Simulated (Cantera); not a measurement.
A closed system holds: 1 mol TiO2, 3.3 mol CO, 2.3 mol H2, 0.78 mol CH4, at 1375 K and 6.83 Torr.

Method: chemical equilibrium by Gibbs-energy minimisation in Cantera with the NASA 1993 tables (ideal gas, pure condensed phases). Candidate condensed phases: C, C6H6, C7H8, C8H18, H2O, Ti, TiC, TiO, TiO2, Ti2O3, Ti3O5, Ti4O7; 113 gas species. Mutual solubility and eutectic melting of coexisting phases are not modelled. TiC: taken at fixed stoichiometry. The numbers say what is thermodynamically allowed, not how fast it happens.

Base state: CO 0.507, H2 0.493, H2O 3.83e-5, H 2.52e-5, CO2 1.90e-5 (mole fractions); condensed: TiC(s) + Ti2O3(s).

Task: What changes in the equilibrium state with this change: temperature from 1375 K to 1848 K?

Result: 
```tsv
species	before	after
CO	0.507	0.513
H2	0.493	0.483
H	2.52e-5	0.00386
H2O	3.83e-5	5.92e-5
CO2	1.90e-5	1.57e-5
TiC(s), mol	0.112	0
Ti2O3(s), mol	0.444	0.219
TiO(s), mol	0	0.561
```
TiO: taken at fixed stoichiometry.

Task: What changes in the equilibrium state with this change: temperature from 1375 K to 1148.15 K?

Result: 
| species | before | after |
|---|---|---|
| H2 | 0.493 | 0.521 |
| CO | 0.507 | 0.479 |
| H2O | 3.83e-5 | 0.000109 |
| H | 2.52e-5 | 5.44e-7 |
| CH4 | 3.01e-6 | 5.87e-5 |
| CO2 | 1.90e-5 | 8.47e-5 |
| TiC(s), mol | 0.112 | 0 |
| Ti2O3(s), mol | 0.444 | 0 |
| C(graphite), mol | 0 | 0.531 |
| Ti4O7(s), mol | 0 | 0.250 |
Condensed phases not in the tables: Magnéli phases beyond Ti4O7.

Task: What changes in the equilibrium state with this change: temperature from 1375 K to 1973 K?

Result: 
```json
[
 {"species": "CO", "before": "0.507", "after": "0.511"},
 {"species": "H2", "before": "0.493", "after": "0.479"},
 {"species": "H", "before": "2.52e-5", "after": "0.00979"},
 {"species": "TiO", "before": "<1e-9", "after": "4.93e-5"},
 {"species": "H2O", "before": "3.83e-5", "after": "0.000125"},
 {"species": "CO2", "before": "1.90e-5", "after": "2.97e-5"},
 {"species": "TiC(s), mol", "before": "0.112", "after": "0"},
 {"species": "Ti2O3(s), mol", "before": "0.444", "after": "0.219"},
 {"species": "TiO(s), mol", "before": "0", "after": "0.562"}
]
```
TiO: taken at fixed stoichiometry.
